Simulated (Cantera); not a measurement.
Input (Python, Cantera) and output of one run.

```python
import numpy as np
import cantera as ct

gas_names = """
    CL CL2 H HCL H2 N NH NH2 NH3 N2 N2H2 N2H4 Si SiCL SiCL2 SiCL3 SiCL4 SiH SiHCL3 SiH2 SiH2CL2 SiH3
    SiH3CL SiH4 SiN Si2 Si2N Si3
""".split()
cond_names = """
    NH4CL(a) NH4CL(b) Si(cr) Si(L) Si3N4(a)
""".split()


def load(file, names, dense=False):
    # The tables refer to 1 bar. Condensed volumes are neglected.
    table = {s.name: s for s in ct.Species.list_from_file(file)}
    out = []
    for n in names:
        d = dict(table[n].input_data)
        d["thermo"] = dict(d["thermo"], **{"reference-pressure": 1e5})
        if dense:
            d["equation-of-state"] = {"model": "constant-volume", "density": "1e6 g/cm^3"}
        out.append(ct.Species.from_dict(d))
    return out


gas = ct.Solution(thermo="ideal-gas", species=load("nasa_gas.yaml", gas_names))
cond = {s.name: ct.Solution(thermo="fixed-stoichiometry", species=[s], name=s.name)
        for s in load("nasa_condensed.yaml", cond_names, dense=True)}
atoms = {
    'SiH4': {'Si': 1, 'H': 4},
    'N2': {'N': 2},
    'HCl': {'H': 1, 'CL': 1},
}
top_T = {'Si3N4(a)': 2400}  # K; cautious upper limits of use, not melting points


def equilibrate(T, P, feed):
    n = {}
    for name, mol in feed.items():
        for a, k in atoms[name].items():
            n[a] = n.get(a, 0.0) + k * mol
    gas.TPX = T, P, n
    mass = sum(n.values()) * gas.mean_molecular_weight
    gas.equilibrate("TP")
    valid = [c for c in cond.values() if c.min_temp <= T <= top_T.get(c.name, c.max_temp)]
    mix = ct.Mixture([(gas, mass / gas.mean_molecular_weight)] + [(c, 0.0) for c in valid])
    mix.T, mix.P = T, P
    mix.equilibrate("TP", solver="vcs", rtol=1e-11, max_steps=5000)
    return mix


results = []
feed = {'SiH4': 1, 'N2': 7.2, 'HCl': 0.086}  # mol
T = 1025  # K
P = 61000  # Pa
mix = equilibrate(T, P, feed)
results.append((T, P, feed, dict(zip(mix.species_names, mix.species_moles))))
x = sorted(zip(gas.X, gas.species_names), reverse=True)
print(f"T = {T:g} K  P = {P:g} Pa  gas = {mix.phase_moles(0):.4g} mol")
print("   x: " + "  ".join(f"{s} {v:.3e}" for v, s in x if v > 0.0001))
print("   condensed (mol): " + ("  ".join(f"{mix.phase(i).name} {mix.phase_moles(i):.4g}"
      for i in range(1, mix.n_phases) if mix.phase_moles(i) > 1e-12) or "none"))
```

It prints:

```
T = 1025 K  P = 61000 Pa  gas = 8.619 mol
   x: N2 7.580e-01  H2 2.320e-01  HCL 9.978e-03
   condensed (mol): Si3N4(a) 0.3333
```

Cantera equilibrium calculation (NASA polynomials, part measured and part estimated; ideal gas, pure solids and liquids). N2 is the only nitrogen source here; it is nearly inert below about 1500 K, so the nitride shown seldom forms there in practice.
